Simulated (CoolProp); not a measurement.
The numbers come from the reference Helmholtz-energy equation of state, Lemmon 2006 in CoolProp. It is a short technical equation, of lower accuracy than the large ones.

### Question
For C3F8 (R218), give the phase and the density (kg/m³), isothermal compressibility (1/MPa), expansivity (1/kK) at 172.8 K and 0.437 MPa; 430.8 K and 0.771 MPa.

### Answer
- 172.8 K and 0.437 MPa: liquid; density 1840, isothermal compressibility 0.00116, expansivity 1.88
- 430.8 K and 0.771 MPa: gas; density 42.3, isothermal compressibility 1.36, expansivity 2.75
